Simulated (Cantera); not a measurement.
An adiabatic, constant-pressure homogeneous reactor starts with 4.39 % C3H8, 20.1 % O2, 75.5 % N2, at 1498 K and 9.87 atm.

Computed with Cantera and GRI-Mech 3.0 (53 species, 325 reactions). GRI-Mech 3.0 was tuned for natural gas; its chemistry of propane as a main component is partial and can be far from experiment.

One state of this run: T (K) = 2941; x C3H8 = <1e-12; x O2 = 0.0101; x CO2 = 0.0655; x CH2CO = <1e-12; x C2H2 = <1e-12. x: mole fraction; the columns are a selection and need not sum to one.

Problem. Which value of t (s) does it belong to?
A) 3.16e-6
B) 1.00e-6
C) 0.0100
D) 1.00e-5

Solution. C, 0.0100
